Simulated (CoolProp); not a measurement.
A simple Rankine cycle with water: condensing at 319.15 K, boiler at 0.405 MPa, turbine inlet 422.2 K, turbine efficiency 0.9, pump efficiency 0.8, no recuperator. Each further row changes one setting.

Computed with CoolProp (reference Helmholtz-energy equation of state, Wagner 2002).

| case | thermal efficiency (%) | net work (kJ/kg) | heat in (kJ/kg) | turbine exit temperature (K) | volume ratio over the turbine |
|---|---|---|---|---|---|
| as stated | 19.6 | 501 | 2560 | 319.1 | 27.0 |
| turbine inlet 442.2 K | 19.7 | 512 | 2600 | 319.1 | 26.0 |
| condensing temperature 311.15 K | 21.1 | 547 | 2590 | 311.2 | 39.5 |
| boiler pressure 0.283 MPa | 17.8 | 458 | 2570 | 319.1 | 19.1 |
| turbine efficiency 0.8 | 17.4 | 445 | 2560 | 319.1 | 27.7 |

The expansion ends wet for: as stated; turbine inlet 442.2 K; condensing temperature 311.15 K; boiler pressure 0.283 MPa; turbine efficiency 0.8.
